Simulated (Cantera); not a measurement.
A closed system holds: 1 mol Cu2O, 1.9 mol C, a varied amount of N2, at 58000 Pa.

Equilibrium computed with Cantera from the NASA thermochemical tables; the gas is ideal and each condensed phase is pure. Candidate condensed phases: C, Cu, CuO, Cu2O; 27 gas species. Equilibrium is a limit: real reactors are often held back by kinetics, nucleation or transport.

Stable condensed phases, one row left out:

```
T in K \ n(N2) in mol
         0.11 0.22 0.44 0.88  1.7  3.4  6.8   13
   2623     A    A    B    B    B    B    B    B
   2473     A    A    A    A    A    A    B    B
   2173     A    A    A    A    A    A    A    A
   2023     A    A    A    A    A    A    A    A
   1873     A    A    A    A    A    A    A    A
   1723     A    A    A    A    A    A    A    A
   1573     A    A    A    A    A    A    A    A
   1423     A    A    A    A    A    A    A    A
```

A: C + Cu; B: C.

**Question.** Give the row for 2323 K.

**Answer.** 0.11: C + Cu; 0.22: C + Cu; 0.44: C + Cu; 0.88: C + Cu; 1.7: C + Cu; 3.4: C + Cu; 6.8: C + Cu; 13: C + Cu.
